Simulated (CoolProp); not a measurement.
A simple Rankine cycle with dimethyl ether: condensing at 289.15 K, boiler at 1.86 MPa, turbine inlet 346.6 K, turbine efficiency 0.6, pump efficiency 0.8, no recuperator. Each further row changes one setting.

The numbers come from the reference Helmholtz-energy equation of state, Wu 2011 in CoolProp.

| case | thermal efficiency (%) | net work (kJ/kg) | heat in (kJ/kg) | turbine exit temperature (K) | volume ratio over the turbine |
|---|---|---|---|---|---|
| as stated | 8.0 | 37.1 | 461 | 295.7 | 4.26 |
| turbine inlet 366.6 K | 8.3 | 41.7 | 504 | ___ | 4.15 |
| condensing temperature 281.15 K | ___ | 43.8 | 480 | ___ | ___ |
| boiler pressure 1.3 MPa | ___ | ___ | ___ | 312.5 | 2.86 |
| turbine efficiency 0.5 | 6.6 | 30.4 | 461 | 299.7 | 4.34 |

**Question.** Fill in the missing entries.

**Answer.** 
- turbine inlet 366.6 K, turbine exit temperature (K): 319.2
- condensing temperature 281.15 K, thermal efficiency (%): 9.1
- condensing temperature 281.15 K, turbine exit temperature (K): 288.6
- condensing temperature 281.15 K, volume ratio over the turbine: 5.45
- boiler pressure 1.3 MPa, thermal efficiency (%): 6.4
- boiler pressure 1.3 MPa, net work (kJ/kg): 30.9
- boiler pressure 1.3 MPa, heat in (kJ/kg): 482
